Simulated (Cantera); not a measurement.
A closed system holds: 1 mol BCl₃, 3.8 mol N₂, 1.8 mol H₂, at 1650 K and 1.33 mbar.

Equilibrium computed with Cantera from the NASA thermochemical tables; the gas is ideal and each condensed phase is pure. Candidate condensed phases: B, BN, NH₄Cl; 21 gas species. The tables' values for BCl, BCl₂ are old estimates; treat these amounts as uncertain. Gases not in the tables: BHCl₂. The numbers say what is thermodynamically allowed, not how fast it happens.

Base state: N₂ 0.502, HCl 0.430, H₂ 0.0563, BCl₃ 0.00556, Cl 0.00354, BCl 0.00108, BCl₂ 0.000682, H 0.000591 (mole fractions); condensed: BN(s).

### Question
What changes in the equilibrium state with this change: pressure from 1.33 mbar to 63.0 mbar?

### Answer
```tsv
species	before	after
N₂	0.502	0.503
HCl	0.430	0.436
H₂	0.0563	0.0548
Cl	0.00354	0.000528
BCl₃	0.00556	0.00601
BCl	0.00108	2.35e-5
H	0.000591	8.47e-5
BCl₂	0.000682	0.000104
BN(s), mol	0.951	0.959
```
The tables' values for BCl₂, BCl are old estimates; treat these amounts as uncertain.
